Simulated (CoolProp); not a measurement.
Model: reference Helmholtz-energy equation of state, Lemmon 2006, in CoolProp. It is a short technical equation, of lower accuracy than the large ones.

### Question
For neopentane, give the phase and the Z, cp (kJ/(kg K)), speed of sound (m/s), fugacity coefficient at 157.65 °C and 19100 kPa.

### Answer
- 157.65 °C and 19100 kPa: liquid; Z 0.789, cp 2.84, speed of sound 608, fugacity coefficient 0.223
